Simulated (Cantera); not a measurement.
Charge: 1 mol CuO, 0.73 mol H₂, 23 mol N₂, equilibrated at 1.00 bar.

Method: chemical equilibrium by Gibbs-energy minimisation in Cantera with the NASA 1993 tables (ideal gas, pure condensed phases). Candidate condensed phases: Cu, CuO, Cu(OH)₂, Cu₂O, H₂O; 27 gas species. Each liquid is taken as pure. Mutual solubility and eutectic melting of coexisting phases are not modelled. The numbers say what is thermodynamically allowed, not how fast it happens.

### Question
Which condensed phases are stable at each of these points (T (°C)): 652, 852, 1052, 1252, 1452, 1652, 1852?

### Answer
```
T (°C)  condensed phases  Cu condensed (%)
------  ----------------  ----------------
652      Cu(s) + Cu₂O(s)             100.0
852      Cu(s) + Cu₂O(s)             100.0
1052     Cu(s) + Cu₂O(s)             100.0
1252     Cu(l) + Cu₂O(l)             100.0
1452     Cu(l) + Cu₂O(l)              99.5
1652               Cu(l)              94.9
1852               Cu(l)              68.4
```

From 652 °C to 1052 °C the condensed part is Cu(s) + Cu₂O(s). From 1252 °C to 1452 °C the condensed part is Cu(l) + Cu₂O(l). From 1652 °C to 1852 °C the condensed part is Cu(l).
